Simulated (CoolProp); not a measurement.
Vapour pressure (kPa) of ammonia: the reference equation beside estimates from Tc = 132.4 °C, pc = 11360 kPa, ω = 0.256.

The numbers come from the reference Helmholtz-energy equation of state, Gao 2020 in CoolProp.

```csv
T (°C),reference,Lee-Kesler,van der Waals,Redlich-Kwong,Soave-Redlich-Kwong
-27.75,133.0,128.0,1036,254.1,129.0
-11.75,270.5,265.7,1475,475.2,266.3
4.15,500.0,497.9,2018,812.3,497.8
20.15,861.2,865.1,2685,1301,864.7
36.15,1395,1407,3479,1969,1409
52.15,2149,2169,4409,2847,2180
68.15,3174,3199,5483,3964,3228
84.15,4527,4551,6708,5345,4607
100.15,6274,6292,8087,7017,6375
```

Absolute difference from the reference over all 9 rows, mean and median: Lee-Kesler 1.1 and 0.8 %, van der Waals 227.1 and 149.4 %, Redlich-Kwong 45.4 and 41.1 %, Soave-Redlich-Kwong 1.4 and 1.6 %.
